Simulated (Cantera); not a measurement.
Charge: 1 mol CS₂, 0.046 mol H₂, 1.4 mol N₂, 2.7 mol O₂, equilibrated at 2825 K and 0.00133 bar.

Method: chemical equilibrium by Gibbs-energy minimisation in Cantera with the NASA 1993 tables (ideal gas, pure condensed phases). Candidate condensed phases: C, C₆H₆, C₇H₈, C₈H₁₈, H₂O, H₂SO₄, S; 150 gas species. Equilibrium is a limit: real reactors are often held back by kinetics, nucleation or transport.

Base state: O 0.328, N₂ 0.192, CO 0.134, SO 0.130, S 0.116, O₂ 0.0399, SO₂ 0.0321, H 0.0118 (mole fractions); condensed: gas only.

What changes in the equilibrium state with this change: temperature from 2825 K to 1225 K?


```
species    before    after
-------  --------  -------
SO₂        0.0321    0.397
N₂          0.192    0.325
CO₂       0.00582    0.217
O           0.328    <1e-9
O₂         0.0399    <1e-9
H          0.0118  1.87e-7
S           0.116  4.08e-6
H₂O       7.04e-6   0.0101
SO          0.130  0.00136
S₂       0.000838   0.0328
CO          0.134   0.0151
NO        0.00819  4.05e-9
N         5.04e-5    <1e-9
OH        0.00103  3.60e-8
```
Gases not in the tables: S₃ to S₇.
